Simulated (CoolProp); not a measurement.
A single-stage vapour-compression cycle with isobutene: evaporating at 291.15 K (dew point), condensing at 331.15 K (bubble point), superheat 0 K, subcooling 2 K, compressor efficiency 0.7, no pressure losses. Each further row changes one setting.

Model: reference Helmholtz-energy equation of state, Lemmon 2005, in CoolProp. It is a short technical equation, of lower accuracy than the large ones.

| case | cooling COP | pressure ratio | discharge temperature (K) | refrigerating effect (kJ/kg) | volumetric capacity (kJ/m³) |
|---|---|---|---|---|---|
| as stated | 4.26 | 3.03 | 338.2 | 273 | 1680 |
| evaporating temperature 296.15 K | 5.06 | 2.59 | 337.0 | 280 | 2000 |
| condensing temperature 326.15 K | 5.01 | 2.68 | 332.8 | 286 | 1760 |
| subcooling 7 K | 4.46 | 3.03 | 338.2 | 286 | 1760 |
| superheat 10 K | 4.31 | 3.03 | 348.3 | 290 | 1710 |
| compressor efficiency 0.6 | 3.65 | 3.03 | 343.6 | 273 | 1680 |
